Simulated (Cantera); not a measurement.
Charge: 1 mol SiCl4, 1.9 mol HCl, 8.9 mol H2, equilibrated at 1100 K and 6.50 bar.

Equilibrium computed with Cantera from the NASA thermochemical tables; the gas is ideal and each condensed phase is pure. Candidate condensed phases: Si; 19 gas species. The tables' values for SiCl3 are old estimates; treat these amounts as uncertain. Kinetics and transport are ignored.

Base state: H2 0.749, HCl 0.166, SiCl4 0.0793, SiHCl3 0.00526, SiCl3 0.000133, SiH2Cl2 4.18e-5 (mole fractions); condensed: gas only.

Question: What changes in the equilibrium state with this change: HCl from 1.9 to 0.63 mol?

Answer: 
```csv
species,before,after
H2,0.749,0.831
SiCl4,0.0793,0.0810
HCl,0.166,0.0741
SiHCl3,0.00526,0.0134
SiH2Cl2,4.18e-5,0.000265
SiCl2,3.12e-6,1.78e-5
SiCl3,0.000133,0.000322
```
